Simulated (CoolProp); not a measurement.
Chloromethane (R40) at 298.15 K and 0.256 MPa is throttled through a valve to 0.139 MPa with no heat exchange. Each further row changes one setting.

Values from CoolProp's reference Helmholtz-energy equation of state, Thol 2014.

| case | temperature change (K) | final density (kg/m³) |
|---|---|---|
| as stated | ___ | ___ |
| outlet pressure 0.0417 MPa | ___ | ___ |
| outlet pressure 0.181 MPa | ___ | ___ |

Some entries are withheld; supply them.


- as stated, temperature change (K): -4.4
- as stated, final density (kg/m³): 2.95
- outlet pressure 0.0417 MPa, temperature change (K): -8.3
- outlet pressure 0.0417 MPa, final density (kg/m³): 0.881
- outlet pressure 0.181 MPa, temperature change (K): -2.8
- outlet pressure 0.181 MPa, final density (kg/m³): 3.85
